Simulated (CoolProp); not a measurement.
Properties of CHF3 (R23) at several states (Tc = 26.1 °C, pc = 4.832 MPa, ω = 0.263).

Computed with CoolProp (reference Helmholtz-energy equation of state, Penoncello 2003).

| T (°C) | p (MPa) | phase | density (kg/m³) | Joule-Thomson coefficient (K/MPa) | isothermal compressibility (1/MPa) | conductivity (mW/(m K)) | Prandtl number |
|---|---|---|---|---|---|---|---|
| 167.25 | 0.0248 | gas | 0.4744 | 4.314 | 40.34 | 21.1 | 0.927 |
| -144.05 | 0.0407 | liquid | 1666 | -0.3716 | 0.0006963 | 232 | 6.86 |
| 21.65 | 0.047 | gas | 1.348 | 13.16 | 21.36 | 13.4 | 0.804 |
| -110.75 | 22.3 | liquid | 1586 | -0.3625 | 0.0009021 | 177 | 4.16 |
| -5.65 | 0.932 | gas | 33.06 | 18.31 | 1.224 | 13.3 | 0.858 |

Viscosity comes from a separate model (Shan 2000). Thermal conductivity comes from a separate model (Shan 2000).
